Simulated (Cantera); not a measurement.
A freely propagating, adiabatic, planar premixed flame of CH₄ : C₂H₆ : C₃H₈ : O₂ : N₂ = 1 : 0.05 : 0.073 : 1.95 : 7.35 (molar parts), unburnt at 325 K and 1.88 atm; mixture-averaged transport, grid criteria slope 0.08 and curve 0.16, no radiation.

Computed with Cantera and GRI-Mech 3.0 (53 species, 325 reactions). Burning velocities carry a grid error of a few per cent, more on coarse grids.

Problem. Predict: laminar burning velocity; thermal thickness; peak x(H₂); peak x(CH₂O).

Solution. 
```json
{
  "laminar_burning_velocity": "22.6 cm/s",
  "thermal_thickness": "0.369 mm",
  "peak x(H₂)": "0.0433",
  "peak x(CH₂O)": "0.00127"
}
```
